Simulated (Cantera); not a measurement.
# Adiabatic ignition

An adiabatic, constant-volume homogeneous reactor starts with CH4 : C2H6 : O2 : N2 = 1 : 0.11 : 7.45 : 73.8 (molar parts), equivalence ratio 0.32, at 950 K and 190000 Pa.

Model: GRI-Mech 3.0 (53 species, 325 reactions), integrated in Cantera. Below about 1000 K GRI-Mech 3.0 lacks low-temperature oxidation paths.

| t (s) | T (K) | P (bar) | x CH4 | x C2H6 | x O2 | x CH2O | x CH2 |
|---|---|---|---|---|---|---|---|
| 3.00e-6 | 950 | 1.90 | 0.0121 | 0.00134 | 0.0905 | <1e-12 | <1e-12 |
| 7.82e-6 | 950 | 1.90 | 0.0121 | 0.00134 | 0.0905 | <1e-12 | <1e-12 |
| 2.04e-5 | 950 | 1.90 | 0.0121 | 0.00134 | 0.0905 | <1e-12 | <1e-12 |
| 5.31e-5 | 950 | 1.90 | 0.0121 | 0.00134 | 0.0905 | <1e-12 | <1e-12 |
| 0.000138 | 950 | 1.90 | 0.0121 | 0.00134 | 0.0905 | <1e-12 | <1e-12 |
| 0.000361 | 950 | 1.90 | 0.0121 | 0.00134 | 0.0905 | 3.84e-12 | <1e-12 |
| 0.000940 | 950 | 1.90 | 0.0121 | 0.00134 | 0.0905 | 2.55e-11 | <1e-12 |
| 0.00245 | 950 | 1.90 | 0.0121 | 0.00134 | 0.0905 | 1.62e-10 | <1e-12 |
| 0.00638 | 950 | 1.90 | 0.0121 | 0.00134 | 0.0905 | 9.41e-10 | <1e-12 |
| 0.0166 | 950 | 1.90 | 0.0121 | 0.00134 | 0.0905 | 4.71e-9 | <1e-12 |
| 0.0434 | 950 | 1.90 | 0.0121 | 0.00134 | 0.0905 | 2.25e-8 | <1e-12 |
| 0.113 | 950 | 1.90 | 0.0121 | 0.00134 | 0.0905 | 1.97e-7 | <1e-12 |
| 0.294 | 950 | 1.90 | 0.0121 | 0.00132 | 0.0904 | 2.99e-5 | <1e-12 |
| 0.767 | 1398 | 2.80 | <1e-12 | <1e-12 | 0.0615 | <1e-12 | <1e-12 |
| 2.00 | 1398 | 2.80 | <1e-12 | <1e-12 | 0.0615 | <1e-12 | <1e-12 |
x: mole fraction; the columns are a selection and need not sum to one.

| Quantity | Value |
|---|---|
| time of steepest temperature rise | 0.465 s |
| temperature at 2.00 s | 1398 K |
| equilibrium temperature | 1396 K |
| x(CH4) at 2.00 s | <1e-12 (gas-phase equilibrium <1e-12) |
| x(C2H6) at 2.00 s | <1e-12 (gas-phase equilibrium <1e-12) |
| x(O2) at 2.00 s | 0.0615 (gas-phase equilibrium 0.0612) |
